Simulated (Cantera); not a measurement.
A Cantera script and its output.

```python
import numpy as np
import cantera as ct

gas = ct.Solution("gri30.yaml")
gas.TPX = 1325, 22000, {'N2O': 1}
inlet = ct.Reservoir(gas, clone=True)

reactor = ct.IdealGasConstPressureReactor(gas, energy="off", clone=False)
exhaust = ct.Reservoir(gas, clone=True)
tau = [0.37, 0.17, 0.082, 0.038, 0.018, 0.0084, 0.0039, 0.0018][0]
for a, b in ((inlet, reactor), (reactor, exhaust)):
    ct.MassFlowController(a, b, mdot=lambda t: reactor.mass / tau)
net = ct.ReactorNet([reactor])
show = ['N2O', 'O2', 'O', 'NO', 'NO2', 'N2']

rows = []
print(f"{'tau/s':>10s}{'T/K':>9s}" + "".join(f"{s:>11s}" for s in show))
for tau in [0.37, 0.17, 0.082, 0.038, 0.018, 0.0084, 0.0039, 0.0018]:
    net.initial_time = 0.0
    net.advance(30 * tau)
    before = gas.X
    net.advance(40 * tau)
    drift = np.max(np.abs(gas.X - before) / (gas.X + 1e-9))
    rows.append([gas.T, *gas[show].X, drift])
    print(f"{tau:10.3e}{gas.T:9.1f}" + "".join(f"{x:11.3e}" for x in gas[show].X))
```

Result:

```
     tau/s      T/K        N2O         O2          O         NO        NO2         N2
 3.700e-01   1325.0  6.164e-01  1.077e-01  1.002e-05  4.014e-02  7.795e-05  2.356e-01
 1.700e-01   1325.0  7.759e-01  6.279e-02  1.023e-05  2.369e-02  4.389e-05  1.375e-01
 8.200e-02   1325.0  8.773e-01  3.437e-02  1.032e-05  1.304e-02  2.248e-05  7.530e-02
 3.800e-02   1325.0  9.390e-01  1.708e-02  1.037e-05  6.499e-03  9.791e-06  3.743e-02
 1.800e-02   1325.0  9.701e-01  8.360e-03  1.038e-05  3.186e-03  3.825e-06  1.833e-02
 8.400e-03   1325.0  9.858e-01  3.962e-03  1.038e-05  1.511e-03  1.260e-06  8.691e-03
 3.900e-03   1325.0  9.934e-01  1.849e-03  1.036e-05  7.058e-04  3.541e-07  4.062e-03
 1.800e-03   1325.0  9.969e-01  8.520e-04  1.030e-05  3.253e-04  8.708e-08  1.877e-03
```

Model: GRI-Mech 3.0 (53 species, 325 reactions), integrated in Cantera. GRI-Mech 3.0 was tuned for natural gas; its chemistry of N2O as a main component is partial and can be far from experiment. The mechanism lacks the step 2 NO + O2 → 2 NO2, which can matter for NO2 below about 1400 K. The temperature is held fixed by assumption; the heat of reaction is taken as removed at once.
